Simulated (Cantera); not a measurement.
**Thermodynamics of iron carbonyl, mercury and lead vapours, feed Fe(CO)5 + H2 + N2**

Charge: 1 mol Fe(CO)5, 0.18 mol H2, 0.18 mol N2, equilibrated at 1.10 mbar.

These are equilibrium values from Cantera (NASA tables, ideal gas, pure condensed phases), not measurements of a reactor. Candidate condensed phases: C, C6H6, C7H8, C8H18, Fe, Fe(CO)5, FeO, Fe(OH)2, Fe(OH)3, Fe2O3, Fe3O4, H2O; 140 gas species. Condensed phases not in the tables: cementite and carbon dissolved in iron. Rates play no part.

From 923 K to 1023 K the condensed part is C(graphite) + Fe(α). At 1123 K the condensed part is Fe(α). From 1223 K to 1523 K the condensed part is Fe(γ).

```tsv
T (K)	log p CO	log p N2	log p H2	log p CO2	log p Fe	log p H	log p H2O	n C(graphite)	n Fe(α)	n Fe(γ)
923	-2.99	-4.43	-4.43	-5.48	<-14	-11.83	-7.23	0.0163	1.00	0
1023	-2.99	-4.43	-4.43	-6.42	-13.35	-10.60	-7.98	0.00188	1.00	0
1123	-2.99	-4.43	-4.43	-7.20	-11.51	-9.59	-8.60	0	1.00	0
1223	-2.99	-4.43	-4.43	-7.84	-9.98	-8.74	-9.12	0	0	1.000
1323	-2.99	-4.43	-4.43	-8.21	-8.68	-8.02	-9.39	0	0	1.000
1423	-2.99	-4.43	-4.43	-8.26	-7.57	-7.39	-9.35	0	0	1.000
1523	-2.99	-4.43	-4.43	-8.31	-6.61	-6.85	-9.32	0	0	0.999
```
log p: log10 of the partial pressure in bar; n: condensed amount in mol.
